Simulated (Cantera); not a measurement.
An isothermal, constant-pressure homogeneous reactor starts with NH3 : H2 = 1 : 0.49 (molar parts), at 1900 K and 1400 Pa.

Detailed kinetics in Cantera: the gas-phase N/H chemistry of the illustrative SiF4/NH3 mechanism in the Surface Chemkin manual (1991). Walls and surfaces, which speed up NH3 decomposition in real reactors, are not modelled.

One state of this run: x NH3 = 0.619; x H2 = 0.365; x N2H2 = 5.53e-6; x N2 = 0.0152; x NH2 = 0.000763. x: mole fraction; the columns are a selection and need not sum to one.

Problem. Which value of t (s) does it belong to?
A) 20.0
B) 0.00801
C) 0.229
D) 2.14

Solution. C, 0.229
